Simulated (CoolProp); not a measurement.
Computed with CoolProp (reference Helmholtz-energy equation of state, Thol 2018).

Give the vapour pressure (MPa), enthalpy of vaporisation (kJ/kg), liquid cp (kJ/(kg K)), vapour Z of saturated hydrogen chloride at 245.6, 253.3 K.


```
T (K)  p (MPa)  enthalpy of vaporisation (kJ/kg)  liquid cp (kJ/(kg K))  vapour Z
-----  -------  --------------------------------  ---------------------  --------
245.6     1.17                               367                   1.80     0.851
253.3     1.48                               353                   1.84     0.825
```
